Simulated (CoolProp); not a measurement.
Properties of n-perfluoropentane along the isotherm 188.45 °C (Tc = 147.9 °C, pc = 2.063 MPa, ω = 0.436).

Values from CoolProp's reference Helmholtz-energy equation of state, Gao 2022.

```tsv
p (MPa)	phase	cp (kJ/(kg K))	fugacity coefficient
0.00326	gas	1.012	0.9996
0.0067	gas	1.013	0.9992
0.0138	gas	1.013	0.9984
0.0282	gas	1.013	0.9967
0.058	gas	1.014	0.9932
0.119	gas	1.016	0.9861
0.245	gas	1.020	0.9714
0.502	gas	1.029	0.9417
1.03	gas	1.055	0.8818
```
